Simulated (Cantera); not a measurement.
What does this Cantera script print?

```python
import numpy as np
import cantera as ct

gas_names = """
    B BH BH2 BH3 BN BO BO2 B2 B2O B2O2 B2O3 B3O3H3 H HBO HBO2 HNO HNO2 HNO3 HO2 H2 H2O H2O2 H3B3O6 N NH
    NH2 NH3 NH2OH NO NO2 NO3 N2 N2H2 N2H4 N2O O OH O2 O3
""".split()
cond_names = """
    B(b) B(L) BN(s) B2O3(L) B3O3H3(cr) H2O(s) H2O(L)
""".split()


# ... load() reads the species with a 1 bar reference pressure and builds the phases ...
atoms = {
    'B2O3': {'B': 2, 'O': 3},
    'NH3': {'N': 1, 'H': 3},
}
top_T = {'BN(s)': 3200}  # K; cautious upper limits of use, not melting points


# ... equilibrate(T, P, feed) seeds the gas with the atoms and calls Mixture.equilibrate('TP', solver="vcs", rtol=1e-11, max_steps=5000) ...
results = []
feed = {'B2O3': 1, 'NH3': 3.5}  # mol
T = 1398  # K
P = 133.322  # Pa
mix = equilibrate(T, P, feed)
results.append((T, P, feed, dict(zip(mix.species_names, mix.species_moles))))
print(gas.report(threshold=0.0001))
for i in range(1, mix.n_phases):
    print(f"{mix.phase(i).name:16s} {mix.phase_moles(i):12.5e} mol")
```

It prints:

```
       temperature   1398 K
          pressure   133.32 Pa
           density   0.00010179 kg/m^3
  mean mol. weight   8.8746 kg/kmol
   phase of matter   gas

                          1 kg             1 kmol
                     ---------------   ---------------
          enthalpy        3.2584e+06        2.8917e+07  J
   internal energy        1.9486e+06        1.7293e+07  J
           entropy             28613        2.5393e+05  J/K
    Gibbs function       -3.6743e+07       -3.2608e+08  J
 heat capacity c_p            3712.7             32949  J/K
 heat capacity c_v            2775.8             24635  J/K

                      mass frac. Y      mole frac. X     chem. pot. / RT
                     ---------------   ---------------   ---------------
              B2O3          0.013486         0.0017191           -126.45
                 H        1.2678e-05        0.00011162           -12.659
               HBO         0.0078903         0.0025173           -57.936
              HBO2           0.02531         0.0051263           -93.837
                H2           0.16852           0.74184           -25.319
               H2O        0.00084836        0.00041792            -61.22
                N2           0.78338           0.24817           -33.812
     [  +32 minor]        0.00055407        9.7427e-05

B(b)              0.00000e+00 mol
BN(s)             7.64970e-03 mol
B2O3(L)           9.56543e-01 mol
B3O3H3(cr)        0.00000e+00 mol
```

These are equilibrium values from Cantera (NASA tables, ideal gas, pure condensed phases), not measurements of a reactor. Mutual solubility and eutectic melting of coexisting phases are not modelled.
